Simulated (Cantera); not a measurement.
Thermodynamics of boron, boron nitride and boron oxide, feed borazine + O2 + N2 + NH3

Charge: 1 mol borazine, 1.2 mol O2, 6 mol N2, 0.0033 mol NH3, at 5.20 mbar.

Equilibrium computed with Cantera from the NASA thermochemical tables; the gas is ideal and each condensed phase is pure. Candidate condensed phases: B, BN, B2O3, B3O3H3, H2O; 39 gas species. The feed counts by its element totals alone. Mutual solubility and eutectic melting of coexisting phases are not modelled. Rates play no part.

From 1448 K to 1623 K the condensed part is BN(s) + B2O3(l). From 1648 K to 1773 K the condensed part is BN(s). The main B-bearing gas is HBO2 at 1448 K and B2O3 at 1773 K. The share of B in condensed phases is highest at 1448 K (97.3 %) and lowest at 1773 K (36.3 %).

```
T (K)   x N2   x H2   x B2O3    x HBO    x B2O2   x HBO2      x BO  n BN(s)  n B2O3(l)
-----  -----  -----  -------  -------  --------  -------  --------  -------  ---------
1448   0.691  0.302  0.00138  0.00128   4.69e-5  0.00400   8.40e-6     1.41      0.754
1473   0.689  0.301  0.00238  0.00192   9.80e-5  0.00502   1.66e-5     1.41      0.735
1498   0.687  0.299  0.00400  0.00282  0.000200  0.00623   3.22e-5     1.41      0.707
1523   0.684  0.296  0.00663  0.00410  0.000397  0.00767   6.08e-5     1.41      0.666
1548   0.680  0.293   0.0108  0.00586  0.000772  0.00935  0.000113     1.41      0.604
1573   0.674  0.287   0.0173  0.00828   0.00147   0.0113  0.000205     1.40      0.510
1598   0.664  0.280   0.0272   0.0115   0.00275   0.0135  0.000365     1.39      0.369
1623   0.650  0.270   0.0423   0.0158   0.00505   0.0158  0.000641     1.36      0.152
1648   0.640  0.263   0.0518   0.0199   0.00784   0.0161   0.00102     1.33          0
1673   0.639  0.261   0.0500   0.0233    0.0102   0.0141   0.00149     1.29          0
1698   0.638  0.259   0.0475   0.0270    0.0131   0.0123   0.00213     1.25          0
1723   0.637  0.256   0.0445   0.0309    0.0164   0.0106   0.00300     1.20          0
1748   0.636  0.253   0.0408   0.0349    0.0202  0.00909   0.00416     1.15          0
1773   0.635  0.250   0.0367   0.0390    0.0244  0.00768   0.00565     1.09          0
```
x: gas mole fraction; n: condensed amount in mol.
